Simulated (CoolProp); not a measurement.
The fluid at 446.83 K and 4.69 MPa (gas) is heated at constant pressure to 500.5 K. The same conditions are run with several fluids, on thermodynamics alone (safety and materials aside).

The numbers come from the reference Helmholtz-energy equation of state of each fluid (hydrogen sulfide: Lemmon 2006; sulfur dioxide: Gao 2016; dimethyl ether: Wu 2011) in CoolProp.

```json
[
 {"fluid": "hydrogen sulfide", "heat (kJ/kg)": "66.5", "final density (kg/m³)": "41.1"},
 {"fluid": "sulfur dioxide", "heat (kJ/kg)": "51.2", "final density (kg/m³)": "82.8"},
 {"fluid": "dimethyl ether", "heat (kJ/kg)": "125", "final density (kg/m³)": "61.4"}
]
```
